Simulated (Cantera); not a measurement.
Cantera run, input and output.

```python
import numpy as np
import cantera as ct

gas = ct.Solution("gri30.yaml")
gas.TPX = 2025, 2666, {'NO': 1, 'N2': 10}
reactor = ct.IdealGasConstPressureReactor(gas, energy="off", clone=False)
net = ct.ReactorNet([reactor])
net.rtol, net.atol = 1e-08, 1e-18
show = ['NO', 'N2O', 'N2', 'O', 'O2', 'NO2']
times = np.geomspace(6e-05, 10, 13)

steps = ct.SolutionArray(gas, extra=["t"])
rows = []
print(f"{'t/s':>10s}{'T/K':>9s}{'P/Pa':>11s}" + "".join(f"{s:>11s}" for s in show))
for t in times:
    while net.time < t:
        t_next = net.step()
        steps.append(gas.state, t=t_next)
    rows.append([np.interp(t, steps.t, y) for y in (steps.T, steps.P, *steps(*show).X.T)])
    print(f"{t:10.3e}{rows[-1][0]:9.1f}{rows[-1][1]:11.4g}" + "".join(f"{x:11.3e}" for x in rows[-1][2:]))
rate = np.gradient(steps.T, steps.t)
print("integrator steps:", len(steps.t))
if steps.T.max() > steps.T[0] + 200:
    print(f"time of steepest temperature rise: {steps.t[rate.argmax()]:.4e} s")
gas.TPX = 2025, 2666, {'NO': 1, 'N2': 10}
gas.equilibrate("TP")
print(f"equilibrium (TP): T = {gas.T:.1f} K  " + "  ".join(f"{s} {gas[s].X[0]:.3e}" for s in show))
```

It prints:

```
       t/s      T/K       P/Pa         NO        N2O         N2          O         O2        NO2
 6.000e-05   2025.0       2666  9.091e-02  1.833e-08  9.091e-01  1.841e-08  2.290e-12  2.888e-12
 1.634e-04   2025.0       2666  9.091e-02  4.972e-08  9.091e-01  5.034e-08  1.701e-11  2.109e-11
 4.451e-04   2025.0       2666  9.091e-02  1.340e-07  9.091e-01  1.385e-07  1.271e-10  1.506e-10
 1.212e-03   2025.0       2666  9.091e-02  3.543e-07  9.091e-01  3.872e-07  9.577e-10  1.011e-09
 3.302e-03   2025.0       2666  9.091e-02  8.917e-07  9.091e-01  1.124e-06  7.439e-09  5.940e-09
 8.993e-03   2025.0       2666  9.090e-02  1.981e-06  9.091e-01  3.497e-06  6.128e-08  2.819e-08
 2.449e-02   2025.0       2666  9.089e-02  3.345e-06  9.091e-01  1.151e-05  5.437e-07  1.103e-07
 6.672e-02   2025.0       2666  9.086e-02  3.874e-06  9.091e-01  3.604e-05  4.886e-06  3.595e-07
 1.817e-01   2025.0       2666  9.072e-02  3.796e-06  9.091e-01  9.761e-05  4.072e-05  9.306e-07
 4.949e-01   2025.0       2666  9.013e-02  3.612e-06  9.094e-01  1.992e-04  2.824e-04  1.751e-06
 1.348e+00   2025.0       2666  8.793e-02  3.342e-06  9.104e-01  2.812e-04  1.337e-03  2.457e-06
 3.672e+00   2025.0       2666  8.063e-02  2.698e-06  9.140e-01  4.093e-04  4.921e-03  3.525e-06
 1.000e+01   2025.0       2666  5.762e-02  1.288e-06  9.254e-01  6.627e-04  1.629e-02  4.344e-06
integrator steps: 517
equilibrium (TP): T = 2025.0 K  NO 4.087e-03  N2O 4.117e-08  N2 9.520e-01  O 1.032e-03  O2 4.287e-02  NO2 4.981e-07
```

Cantera simulation using GRI-Mech 3.0 (53 species, 325 reactions); the numbers are that mechanism's predictions, not measurements. Radical loss at walls, strong at low pressure, is not modelled.
